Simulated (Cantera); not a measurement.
# Adiabatic ignition

An adiabatic, constant-volume homogeneous reactor starts with CH₄ : O₂ : N₂ = 1 : 3.77 : 14.2 (molar parts), at 1125 K and 3.26 atm.

Computed with Cantera and GRI-Mech 3.0 (53 species, 325 reactions).

| t (s) | T (K) | P (bar) | x CH₄ | x O₂ | x C₂H₂ | x CO | x NO |
|---|---|---|---|---|---|---|---|
| 9.00e-6 | 1125 | 3.30 | 0.0527 | 0.199 | <1e-12 | <1e-12 | <1e-12 |
| 2.37e-5 | 1125 | 3.30 | 0.0527 | 0.199 | <1e-12 | <1e-12 | <1e-12 |
| 6.24e-5 | 1125 | 3.30 | 0.0527 | 0.199 | <1e-12 | <1e-12 | <1e-12 |
| 0.000164 | 1125 | 3.30 | 0.0527 | 0.199 | <1e-12 | 7.40e-12 | <1e-12 |
| 0.000433 | 1125 | 3.30 | 0.0527 | 0.199 | <1e-12 | 1.59e-10 | <1e-12 |
| 0.00114 | 1125 | 3.30 | 0.0527 | 0.199 | <1e-12 | 4.67e-9 | <1e-12 |
| 0.00300 | 1125 | 3.30 | 0.0527 | 0.199 | <1e-12 | 1.83e-7 | <1e-12 |
| 0.00790 | 1126 | 3.30 | 0.0526 | 0.199 | 1.69e-11 | 3.75e-6 | <1e-12 |
| 0.0208 | 1130 | 3.32 | 0.0520 | 0.198 | 1.92e-9 | 9.95e-5 | <1e-12 |
| 0.0548 | 2436 | 7.17 | <1e-12 | 0.0859 | <1e-12 | 0.00169 | 0.0124 |
| 0.144 | 2435 | 7.17 | <1e-12 | 0.0858 | <1e-12 | 0.00169 | 0.0127 |
| 0.380 | 2435 | 7.17 | <1e-12 | 0.0858 | <1e-12 | 0.00169 | 0.0127 |
| 1.00 | 2435 | 7.17 | <1e-12 | 0.0858 | <1e-12 | 0.00169 | 0.0127 |
x: mole fraction; the columns are a selection and need not sum to one.

| Quantity | Value |
|---|---|
| time of steepest temperature rise | 30.5 ms |
| temperature at 1.00 s | 2435 K |
| equilibrium temperature | 2435 K |
| x(CH₄) at 1.00 s | <1e-12 (gas-phase equilibrium <1e-12) |
| x(O₂) at 1.00 s | 0.0858 (gas-phase equilibrium 0.0858) |
| x(C₂H₂) at 1.00 s | <1e-12 (gas-phase equilibrium <1e-12) |
